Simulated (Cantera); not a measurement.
A closed system holds: 1 mol B, 6.6 mol NH₃, 1.2 mol H₂, held at 1473 K and 750 Torr.

Method: chemical equilibrium by Gibbs-energy minimisation in Cantera with the NASA 1993 tables (ideal gas, pure condensed phases). Candidate condensed phases: B, BN; 15 gas species. Kinetics and transport are ignored.

Problem. What is the equilibrium state?

Solution. 
| Property | Value |
|---|---|
| x(H₂) | 0.799 |
| x(N₂) | 0.201 |
| x(NH₃) | 2.15e-5 |
| x(H) | 1.13e-5 |
| n(BN(s)) | 1.00 mol |
| gas amount | 13.90 mol |
| log10 activity of B(s) (absent) | -3.94 |
